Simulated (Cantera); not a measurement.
## Dilute partial oxidation

An isothermal, constant-pressure homogeneous reactor starts with CH3OH : O2 : N2 = 0.0023 : 0.0041 : 1 (molar parts), equivalence ratio 0.84, at 1175 K and 6.90 bar.

Model: GRI-Mech 3.0 (53 species, 325 reactions), integrated in Cantera. GRI-Mech 3.0 was tuned for natural gas; its chemistry of methanol as a main component is partial and can be far from experiment.

| t (s) | x CH3OH | x O2 | x CO | x OH | x N2O | x H2O2 |
|---|---|---|---|---|---|---|
| 5.00e-6 | 0.00229 | 0.00407 | 1.35e-10 | 1.02e-10 | <1e-12 | <1e-12 |
| 3.50e-5 | 0.00229 | 0.00407 | 1.03e-9 | 1.06e-10 | <1e-12 | <1e-12 |
| 0.000245 | 0.00229 | 0.00407 | 7.28e-9 | 1.12e-10 | <1e-12 | 2.83e-11 |
| 0.00171 | 0.00228 | 0.00407 | 5.33e-8 | 2.26e-10 | 2.25e-11 | 3.10e-9 |
| 0.0120 | 0.00166 | 0.00383 | 0.000192 | 3.17e-7 | 3.22e-9 | 1.15e-5 |
| 0.0836 | <1e-12 | 0.000950 | 0.000598 | 5.91e-7 | 5.74e-7 | 1.60e-8 |
| 0.585 | <1e-12 | 0.000655 | 2.00e-5 | 2.56e-7 | 5.95e-7 | 2.61e-10 |
| 4.09 | <1e-12 | 0.000645 | 9.75e-10 | 1.21e-7 | 3.46e-8 | 1.97e-11 |
| 28.6 | <1e-12 | 0.000645 | 3.29e-10 | 6.59e-8 | 2.11e-9 | 5.81e-12 |
| 200 | <1e-12 | 0.000645 | 3.29e-10 | 6.59e-8 | 2.11e-9 | 5.81e-12 |
x: mole fraction; the columns are a selection and need not sum to one.

Equilibrium at this temperature and pressure: CH3OH <1e-12, O2 0.000640, CO 3.31e-10, OH 6.57e-8, N2O 2.10e-9, H2O2 5.78e-12 (gas phase only).
